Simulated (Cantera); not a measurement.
A freely propagating, adiabatic, planar premixed flame of 5.51 % CH4, 3.64 % C2H6, 0.187 % C3H8, 19.0 % O2, 71.6 % N2, equivalence ratio 1.3, unburnt at 323 K and 5.00 bar; multicomponent transport, grid criteria slope 0.08 and curve 0.16, no radiation.

Model: GRI-Mech 3.0 (53 species, 325 reactions), integrated in Cantera. Burning velocities carry a grid error of a few per cent, more on coarse grids.

Q: Predict: laminar burning velocity; thermal thickness; peak x(H); peak x(CH2CO).

A: 
| Quantity | Value |
|---|---|
| laminar burning velocity | 17.7 cm/s |
| thermal thickness | 0.177 mm |
| peak x(H) | 0.00201 |
| peak x(CH2CO) | 0.00105 |
